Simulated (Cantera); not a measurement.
A perfectly stirred reactor is fed with H2 : O2 : N2 = 1 : 0.588 : 2.21 (molar parts), equivalence ratio 0.85, at 1.00 atm; it is adiabatic with a 600 K inlet, and is followed from long to short residence time, starting on the burning branch (τ in s: 0.16, 0.062, 0.024, 0.0095, 0.0037, 0.0014, 0.00056, 0.00022, 8.6e-05, 3.3e-05).

Computed with Cantera and the H2/O2 subset of GRI-Mech 3.0, which has no nitrogen chemistry.

Task: What does this change do: pressure from 1.00 atm to 0.276 atm?

Result: 
```
quantity                                                                          before                               after
------------------------------------------------  --------------------------------------  ----------------------------------
blow-out, bracketed by the residence times tried  burning at 33.0 µs, the shortest tried  burning at 86.0 µs, out at 33.0 µs
x(H2) at τ = 0.160 s                                                             0.00729                              0.0112
x(O2) at τ = 0.160 s                                                              0.0268                              0.0279
x(O) at τ = 0.160 s                                                              0.00164                             0.00269
x(H2O2) at τ = 0.160 s                                                           2.81e-7                             1.25e-7
x(H) at τ = 0.160 s                                                              0.00156                             0.00320
x(H2) at τ = 1.40 ms                                                              0.0168                              0.0333
x(O2) at τ = 1.40 ms                                                              0.0299                              0.0391
x(O) at τ = 1.40 ms                                                              0.00426                              0.0125
x(H2O2) at τ = 1.40 ms                                                           2.83e-7                             2.71e-7
x(H) at τ = 1.40 ms                                                              0.00634                              0.0309
```

Task: What does this change do: pressure from 1.00 atm to 2.47 atm?

Result: 
```json
[
 {"quantity": "blow-out, bracketed by the residence times tried", "before": "burning at 33.0 µs, the shortest tried", "after": "burning at 33.0 µs, the shortest tried"},
 {"quantity": "x(H2) at τ = 0.160 s", "before": "0.00729", "after": "0.00533"},
 {"quantity": "x(O2) at τ = 0.160 s", "before": "0.0268", "after": "0.0263"},
 {"quantity": "x(O) at τ = 0.160 s", "before": "0.00164", "after": "0.00117"},
 {"quantity": "x(H2O2) at τ = 0.160 s", "before": "2.81e-7", "after": "4.70e-7"},
 {"quantity": "x(H) at τ = 0.160 s", "before": "0.00156", "after": "0.000940"},
 {"quantity": "x(H2) at τ = 1.40 ms", "before": "0.0168", "after": "0.00856"},
 {"quantity": "x(O2) at τ = 1.40 ms", "before": "0.0299", "after": "0.0272"},
 {"quantity": "x(O) at τ = 1.40 ms", "before": "0.00426", "after": "0.00186"},
 {"quantity": "x(H2O2) at τ = 1.40 ms", "before": "2.83e-7", "after": "4.78e-7"},
 {"quantity": "x(H) at τ = 1.40 ms", "before": "0.00634", "after": "0.00194"}
]
```
The hydrogen kinetics of GRI-Mech 3.0 are dated; newer H2 mechanisms differ, most at raised pressure.
